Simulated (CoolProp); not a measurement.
Properties of nitrous oxide along the isotherm 226.85 °C.

Computed with CoolProp (reference Helmholtz-energy equation of state, Lemmon 2006). It is a short technical equation, of lower accuracy than the large ones.

| p (bar) | phase | cv (kJ/(kg K)) | Joule-Thomson coefficient (K/MPa) | expansivity (1/kK) |
|---|---|---|---|---|
| 40.2 | gas | 0.8650 | 3.242 | 2.314 |
| 80.5 | supercritical | 0.8768 | 3.044 | 2.647 |
| 121 | supercritical | 0.8880 | 2.805 | 2.981 |
| 161 | supercritical | 0.8983 | 2.530 | 3.275 |
| 201 | supercritical | 0.9074 | 2.225 | 3.497 |
| 241 | supercritical | 0.9151 | 1.912 | 3.619 |
| 282 | supercritical | 0.9218 | 1.603 | 3.635 |
| 322 | supercritical | 0.9271 | 1.330 | 3.564 |
| 362 | supercritical | 0.9317 | 1.093 | 3.437 |
